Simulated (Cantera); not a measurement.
Input: 1 mol FeCl₃, 1.2 mol HCl, 210 mol N₂, equilibrated at 2100 K and 0.133 bar.

Equilibrium computed with Cantera from the NASA thermochemical tables; the gas is ideal and each condensed phase is pure. Candidate condensed phases: Fe, FeCl₂, FeCl₃, NH₄Cl; 18 gas species. Equilibrium is a limit: real reactors are often held back by kinetics, nucleation or transport.

What is the equilibrium state?


```
Item                                     Value
-----------------------------------  ---------
x(N₂)                                    0.985
x(HCl)                                 0.00547
x(Cl)                                  0.00493
x(FeCl₂)                               0.00464
x(H)                                   5.94e-5
x(H₂)                                  4.85e-5
x(Fe)                                  4.56e-5
x(FeCl)                                3.84e-6
x(Cl₂)                                 2.88e-6
gas amount                           213.2 mol
log10 activity of Fe(l) (absent)         -2.24
log10 activity of FeCl₂(l) (absent)      -4.94
```
